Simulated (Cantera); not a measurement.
Ammonia decomposition in nitride growth gas

An isothermal, constant-pressure homogeneous reactor starts with 14.3 % NH3, 85.7 % N2, at 1948 K and 1.01 bar.

Detailed kinetics in Cantera: the gas-phase N/H chemistry of the illustrative SiF4/NH3 mechanism in the Surface Chemkin manual (1991). Walls and surfaces, which speed up NH3 decomposition in real reactors, are not modelled.

```json
[
 {"t (s)": "0.000200", "x NH3": "0.142", "x N": "5.56e-9", "x NH2": "0.000286", "x NH": "1.83e-6", "x H2": "0.000239"},
 {"t (s)": "0.000522", "x NH3": "0.142", "x N": "1.77e-8", "x NH2": "0.000397", "x NH": "3.06e-6", "x H2": "0.00102"},
 {"t (s)": "0.00136", "x NH3": "0.140", "x N": "4.67e-8", "x NH2": "0.000383", "x NH": "3.61e-6", "x H2": "0.00337"},
 {"t (s)": "0.00356", "x NH3": "0.135", "x N": "1.21e-7", "x NH2": "0.000346", "x NH": "4.39e-6", "x H2": "0.00934"},
 {"t (s)": "0.00928", "x NH3": "0.125", "x N": "2.61e-7", "x NH2": "0.000296", "x NH": "5.20e-6", "x H2": "0.0238"},
 {"t (s)": "0.0242", "x NH3": "0.101", "x N": "4.09e-7", "x NH2": "0.000237", "x NH": "5.49e-6", "x H2": "0.0553"},
 {"t (s)": "0.0632", "x NH3": "0.0598", "x N": "4.89e-7", "x NH2": "0.000158", "x NH": "4.81e-6", "x H2": "0.109"},
 {"t (s)": "0.165", "x NH3": "0.0186", "x N": "4.63e-7", "x NH2": "6.76e-5", "x NH": "3.04e-6", "x H2": "0.163"},
 {"t (s)": "0.431", "x NH3": "0.00221", "x N": "2.61e-7", "x NH2": "1.32e-5", "x NH": "1.01e-6", "x H2": "0.184"},
 {"t (s)": "1.12", "x NH3": "0.000285", "x N": "6.27e-8", "x NH2": "2.09e-6", "x NH": "1.97e-7", "x H2": "0.187"},
 {"t (s)": "2.94", "x NH3": "7.63e-5", "x N": "1.75e-8", "x NH2": "5.68e-7", "x NH": "5.41e-8", "x H2": "0.187"},
 {"t (s)": "7.66", "x NH3": "2.60e-5", "x N": "5.98e-9", "x NH2": "1.94e-7", "x NH": "1.85e-8", "x H2": "0.187"},
 {"t (s)": "20.0", "x NH3": "9.63e-6", "x N": "2.22e-9", "x NH2": "7.18e-8", "x NH": "6.85e-9", "x H2": "0.187"}
]
```
x: mole fraction; the columns are a selection and need not sum to one.

Equilibrium at this temperature and pressure: NH3 1.62e-6, N 3.72e-10, NH2 1.21e-8, NH 1.15e-9, H2 0.187 (gas phase only).
